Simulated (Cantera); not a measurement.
Charge: 1 mol Si2H6, 0.2 mol O3, 4.7 mol H2, held at 1.00 Torr.

Equilibrium computed with Cantera from the NASA thermochemical tables; the gas is ideal and each condensed phase is pure. Candidate condensed phases: H2O, Si, SiO2; 18 gas species. The feed counts by its element totals alone. Mutual solubility and eutectic melting of coexisting phases are not modelled. The tables hold silica as quartz up to 1696 K and as liquid above; real silica turns to tridymite and cristobalite and melts near 1996 K. Gases not in the tables: Si2H6 and higher silanes. Equilibrium is a limit: real reactors are often held back by kinetics, nucleation or transport.

What share of the Si ends up in condensed phases as a function of T (°C), at 825, 925, 1025, 1125, 1225, 1325, 1425, 1525, 1625?


```
T (°C)  Si condensed (%)                      as
------  ----------------  ----------------------
825                100.0  Si(s) + SiO2(β-quartz)
925                 99.9  Si(s) + SiO2(β-quartz)
1025                97.9  Si(s) + SiO2(β-quartz)
1125                78.6  Si(s) + SiO2(β-quartz)
1225                70.0                   Si(s)
1325                70.0                   Si(s)
1425                69.8                   Si(l)
1525                69.0                   Si(l)
1625                65.9                   Si(l)
```
